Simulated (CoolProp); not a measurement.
Vapour-liquid equilibrium of m-xylene (1) + n-decane (2) at 350.8 K; x and y are mole fractions of (1).

Model: multi-fluid Helmholtz-energy mixture model, Zhou 2012 and Lemmon 2006; pair parameters Bell 2016, in CoolProp.

```json
[
 {"x": "0.05", "bubble pressure (kPa)": "4.254", "y at the bubble point": "0.182", "dew pressure at overall composition x (kPa)": "3.805", "liquid density (mol/L)": "…"},
 {"x": "0.125", "bubble pressure (kPa)": "…", "y at the bubble point": "…", "dew pressure at overall composition x (kPa)": "4.048", "liquid density (mol/L)": "5.062"},
 {"x": "0.2", "bubble pressure (kPa)": "5.909", "y at the bubble point": "0.499", "dew pressure at overall composition x (kPa)": "4.324", "liquid density (mol/L)": "5.221"},
 {"x": "0.275", "bubble pressure (kPa)": "6.684", "y at the bubble point": "0.596", "dew pressure at overall composition x (kPa)": "4.638", "liquid density (mol/L)": "5.389"},
 {"x": "0.35", "bubble pressure (kPa)": "7.438", "y at the bubble point": "…", "dew pressure at overall composition x (kPa)": "5.000", "liquid density (mol/L)": "5.566"},
 {"x": "0.425", "bubble pressure (kPa)": "8.176", "y at the bubble point": "0.734", "dew pressure at overall composition x (kPa)": "…", "liquid density (mol/L)": "5.754"},
 {"x": "0.5", "bubble pressure (kPa)": "8.906", "y at the bubble point": "0.786", "dew pressure at overall composition x (kPa)": "5.913", "liquid density (mol/L)": "5.953"},
 {"x": "0.575", "bubble pressure (kPa)": "9.632", "y at the bubble point": "0.830", "dew pressure at overall composition x (kPa)": "6.499", "liquid density (mol/L)": "6.165"},
 {"x": "0.65", "bubble pressure (kPa)": "10.36", "y at the bubble point": "0.869", "dew pressure at overall composition x (kPa)": "7.203", "liquid density (mol/L)": "6.390"},
 {"x": "0.725", "bubble pressure (kPa)": "11.09", "y at the bubble point": "0.903", "dew pressure at overall composition x (kPa)": "8.063", "liquid density (mol/L)": "6.630"},
 {"x": "0.8", "bubble pressure (kPa)": "11.82", "y at the bubble point": "0.933", "dew pressure at overall composition x (kPa)": "9.132", "liquid density (mol/L)": "6.886"},
 {"x": "0.875", "bubble pressure (kPa)": "12.55", "y at the bubble point": "0.960", "dew pressure at overall composition x (kPa)": "10.49", "liquid density (mol/L)": "…"},
 {"x": "0.95", "bubble pressure (kPa)": "13.29", "y at the bubble point": "0.985", "dew pressure at overall composition x (kPa)": "…", "liquid density (mol/L)": "7.454"}
]
```

Task: Complete the blanks.

Result: 
- 0.05, liquid density (mol/L): 4.912
- 0.125, bubble pressure (kPa): 5.103
- 0.125, y at the bubble point: 0.369
- 0.35, y at the bubble point: 0.672
- 0.425, dew pressure at overall composition x (kPa): 5.420
- 0.875, liquid density (mol/L): 7.161
- 0.95, dew pressure at overall composition x (kPa): 12.26

No azeotrope shows between x = 0.05 and 0.95.

The pair parameters rest on a limited set of measurements; away from them the model extrapolates.
